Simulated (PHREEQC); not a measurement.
Make-up at 60 °C: 0.0042 mol/kgw HCl, 3.1e-05 mol/kgw NaCl and 4.3e-05 mol/kgw KCl. Closed to the air; pH follows from the charge balance.

The numbers come from PHREEQC with the ion-association model, phreeqc.dat.

Each row changes one thing in this solution. Precipitation was switched off in this run.

```csv
case,pH,SI of Sylvite (KCl),SI of Halite (NaCl)
as made,2.41,-7.86,-8.54
diluted 2-fold with water,2.70,-8.44,-9.12
temperature from 60 to 85 °C,2.41,-7.96,-8.56
temperature from 60 to 50 °C,2.41,-7.82,[?]
0.0038 mol/kgw CuCl2 added,[?],[?],-8.15
diluted 100-fold with water,4.38,[?],-12.48
```

Task: What belongs in the gaps?

Result: 
- temperature from 60 to 50 °C, SI of Halite (NaCl): -8.53
- 0.0038 mol/kgw CuCl2 added, pH: 2.43
- 0.0038 mol/kgw CuCl2 added, SI of Sylvite (KCl): -7.48
- diluted 100-fold with water, SI of Sylvite (KCl): -11.80

Complexes and solids missing from the database can't appear. Constants without temperature data keep their 25 °C values here.
